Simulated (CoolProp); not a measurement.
Values from CoolProp's reference Helmholtz-energy equation of state, Thol 2019.

Give the vapour pressure (MPa), liquid density (kg/m³), vapour density (kg/m³), enthalpy of vaporisation (kJ/kg) of saturated n-pentane at 384.1 K.


```tsv
T (K)	p (MPa)	liquid density (kg/m³)	vapour density (kg/m³)	enthalpy of vaporisation (kJ/kg)
384.1	0.753	522	20.7	283
```
